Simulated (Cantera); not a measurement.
# Thermodynamics of silicon oxide and oxynitride deposition, feed HMDSO + NO

Charge: 1 mol HMDSO, 0.2 mol NO, held at 0.00120 bar.

Cantera equilibrium calculation (NASA polynomials, part measured and part estimated; ideal gas, pure solids and liquids). Candidate condensed phases: C, C6H6, C7H8, C8H18, H2O, Si, SiC, SiO2, Si2N2O, Si3N4; 151 gas species. The feed counts by its element totals alone. Mutual solubility and eutectic melting of coexisting phases are not modelled. The tables hold silica as quartz up to 1696 K and as liquid above; real silica turns to tridymite and cristobalite and melts near 1996 K. The numbers say what is thermodynamically allowed, not how fast it happens.

```tsv
T (°C)	log p H2	log p CO	log p N2	log p H	log p SiO	log p HCN	log p C2H2 (acetylene)	n C(graphite)	n SiC(s)	n SiO2(β-quartz)	n Si2N2O(s)
927	-2.94	-4.26	-7.16	-8.18	-7.66	-9.18	-9.93	4.11	1.46	0.336	0.0995
977	-2.97	-3.88	-6.36	-7.80	-7.14	-8.56	-9.57	3.09	1.81	0	0.0963
1027	-2.97	-3.87	-5.28	-7.44	-7.00	-7.81	-9.21	2.97	1.89	0	0.0556
1077	-2.98	-3.85	-4.93	-7.11	-6.87	-7.44	-8.89	2.80	2.00	0	0
1127	-2.98	-3.86	-4.93	-6.80	-6.76	-7.26	-8.58	2.80	2.00	0	0
1177	-2.98	-3.86	-4.94	-6.51	-6.66	-7.09	-8.29	2.80	2.00	0	0
1227	-2.98	-3.86	-4.94	-6.24	-6.56	-6.93	-8.02	2.80	2.00	0	0
1277	-2.98	-3.86	-4.94	-5.99	-6.48	-6.79	-7.77	2.80	2.00	0	0
1327	-2.98	-3.86	-4.94	-5.75	-6.39	-6.65	-7.54	2.80	2.00	0	0
```
log p: log10 of the partial pressure in bar; n: condensed amount in mol.

At 927 °C the condensed part is C(graphite) + SiC(s) + SiO2(β-quartz) + Si2N2O(s). From 977 °C to 1027 °C the condensed part is C(graphite) + SiC(s) + Si2N2O(s). From 1077 °C to 1327 °C the condensed part is C(graphite) + SiC(s). The main Si-bearing gas is SiO throughout.
